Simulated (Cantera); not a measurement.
Charge: 1 mol CF₄, 0.18 mol HCl, held at 3425 K and 1.33 mbar.

Method: chemical equilibrium by Gibbs-energy minimisation in Cantera with the NASA 1993 tables (ideal gas, pure condensed phases). Candidate condensed phases: C, C₆H₆, C₇H₈, C₈H₁₈; 118 gas species. Equilibrium is a limit: real reactors are often held back by kinetics, nucleation or transport.

Base state: F 0.764, C 0.124, Cl 0.0356, H 0.0266, CF 0.0180, C₂ 0.0121, C₃ 0.0104, HF 0.00902 (mole fractions); condensed: gas only.

Question: What changes in the equilibrium state with this change: temperature from 3425 K to 3198.15 K?

Answer: 
| species | before | after |
|---|---|---|
| F | 0.764 | 0.787 |
| C | 0.124 | 0.0585 |
| Cl | 0.0356 | 0.0380 |
| C₃ | 0.0104 | 0.0307 |
| HF | 0.00902 | 0.0231 |
| CF | 0.0180 | 0.0351 |
| H | 0.0266 | 0.0149 |
| C₂ | 0.0121 | 0.0123 |
| C₅ | 5.31e-6 | 6.82e-5 |
| CF₂ | 7.08e-5 | 0.000524 |
| C₄ | 9.78e-6 | 4.65e-5 |
